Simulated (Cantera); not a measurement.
## Ti + CO + H2 + CO2 (metals in furnace atmospheres)

Charge: 1 mol Ti, 4.1 mol CO, 7.7 mol H2, 0.89 mol CO2, held at 25.0 Pa.

Method: chemical equilibrium by Gibbs-energy minimisation in Cantera with the NASA 1993 tables (ideal gas, pure condensed phases). Candidate condensed phases: C, C6H6, C7H8, C8H18, H2O, Ti, TiC, TiO, TiO2, Ti2O3, Ti3O5, Ti4O7; 113 gas species. Mutual solubility and eutectic melting of coexisting phases are not modelled. TiC, TiO: taken at fixed stoichiometry. Condensed phases not in the tables: solid solutions among these carbides, nitrides and lower oxides. The numbers say what is thermodynamically allowed, not how fast it happens.

From 825 °C to 1325 °C the condensed part is TiC(s) + Ti2O3(s). From 1375 °C to 1475 °C the condensed part is TiC(s) + TiO(s).

```json
[
 {"T (°C)": "825", "log p H2": "-3.81", "log p CO": "-4.02", "log p H": "-9.51", "log p TiO": "<-15", "log p H2O": "-8.80", "log p Ti": "<-15", "n TiC(s)": "0.244", "n Ti2O3(s)": "0.378", "n TiO(s)": "0"},
 {"T (°C)": "875", "log p H2": "-3.81", "log p CO": "-4.02", "log p H": "-9.05", "log p TiO": "<-15", "log p H2O": "-8.75", "log p Ti": "<-15", "n TiC(s)": "0.244", "n Ti2O3(s)": "0.378", "n TiO(s)": "0"},
 {"T (°C)": "925", "log p H2": "-3.81", "log p CO": "-4.02", "log p H": "-8.63", "log p TiO": "<-15", "log p H2O": "-8.71", "log p Ti": "<-15", "n TiC(s)": "0.244", "n Ti2O3(s)": "0.378", "n TiO(s)": "0"},
 {"T (°C)": "975", "log p H2": "-3.81", "log p CO": "-4.02", "log p H": "-8.24", "log p TiO": "<-15", "log p H2O": "-8.67", "log p Ti": "<-15", "n TiC(s)": "0.244", "n Ti2O3(s)": "0.378", "n TiO(s)": "0"},
 {"T (°C)": "1025", "log p H2": "-3.81", "log p CO": "-4.02", "log p H": "-7.88", "log p TiO": "-14.77", "log p H2O": "-8.64", "log p Ti": "<-15", "n TiC(s)": "0.244", "n Ti2O3(s)": "0.378", "n TiO(s)": "0"},
 {"T (°C)": "1075", "log p H2": "-3.81", "log p CO": "-4.02", "log p H": "-7.54", "log p TiO": "-13.79", "log p H2O": "-8.61", "log p Ti": "<-15", "n TiC(s)": "0.244", "n Ti2O3(s)": "0.378", "n TiO(s)": "0"},
 {"T (°C)": "1125", "log p H2": "-3.81", "log p CO": "-4.02", "log p H": "-7.23", "log p TiO": "-12.89", "log p H2O": "-8.58", "log p Ti": "-14.72", "n TiC(s)": "0.244", "n Ti2O3(s)": "0.378", "n TiO(s)": "0"},
 {"T (°C)": "1175", "log p H2": "-3.81", "log p CO": "-4.02", "log p H": "-6.94", "log p TiO": "-12.04", "log p H2O": "-8.56", "log p Ti": "-13.68", "n TiC(s)": "0.244", "n Ti2O3(s)": "0.378", "n TiO(s)": "0"},
 {"T (°C)": "1225", "log p H2": "-3.81", "log p CO": "-4.02", "log p H": "-6.67", "log p TiO": "-11.26", "log p H2O": "-8.53", "log p Ti": "-12.72", "n TiC(s)": "0.244", "n Ti2O3(s)": "0.378", "n TiO(s)": "0"},
 {"T (°C)": "1275", "log p H2": "-3.81", "log p CO": "-4.02", "log p H": "-6.42", "log p TiO": "-10.53", "log p H2O": "-8.51", "log p Ti": "-11.81", "n TiC(s)": "0.244", "n Ti2O3(s)": "0.378", "n TiO(s)": "0"},
 {"T (°C)": "1325", "log p H2": "-3.81", "log p CO": "-4.02", "log p H": "-6.18", "log p TiO": "-9.85", "log p H2O": "-8.49", "log p Ti": "-10.97", "n TiC(s)": "0.244", "n Ti2O3(s)": "0.378", "n TiO(s)": "0"},
 {"T (°C)": "1375", "log p H2": "-3.82", "log p CO": "-4.01", "log p H": "-5.96", "log p TiO": "-9.27", "log p H2O": "-8.51", "log p Ti": "-10.21", "n TiC(s)": "0.0551", "n Ti2O3(s)": "0", "n TiO(s)": "0.945"},
 {"T (°C)": "1425", "log p H2": "-3.82", "log p CO": "-4.01", "log p H": "-5.75", "log p TiO": "-8.74", "log p H2O": "-8.53", "log p Ti": "-9.50", "n TiC(s)": "0.0551", "n Ti2O3(s)": "0", "n TiO(s)": "0.945"},
 {"T (°C)": "1475", "log p H2": "-3.82", "log p CO": "-4.01", "log p H": "-5.55", "log p TiO": "-8.25", "log p H2O": "-8.56", "log p Ti": "-8.84", "n TiC(s)": "0.0550", "n Ti2O3(s)": "0", "n TiO(s)": "0.945"}
]
```
log p: log10 of the partial pressure in bar; n: condensed amount in mol.
